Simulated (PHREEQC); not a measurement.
Consider water at 25 °C with 0.0016 mol HF and 0.0006 mol AlCl3 per kg of water. Closed to the air; pH follows from the charge balance.

Equilibrium calculation in PHREEQC: ion-association model, wateq4f.dat.

No solid was allowed to form.

What pH does the model give?

pH 2.85.

In which forms is F present?

AlF2+ 44 %, AlF3 43 %, HF 7.3 %, F- 3.6 %, AlF4- 1.3 %, AlF+2 0.9 % of the F.

Species that the database lacks are ignored. Fluoro complexes past AlF4- and FeF3 are missing from the database.
